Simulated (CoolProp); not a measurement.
Computed with CoolProp (reference Helmholtz-energy equation of state, Zhou 2014).

**Question.** For cyclohexane, give the phase and the density (kg/m³), cp (kJ/(kg K)), isothermal compressibility (1/MPa), expansivity (1/kK) at 24.15 °C and 53.6 bar.

**Answer.** 
- 24.15 °C and 53.6 bar: liquid; density 779, cp 1.85, isothermal compressibility 0.00105, expansivity 1.17
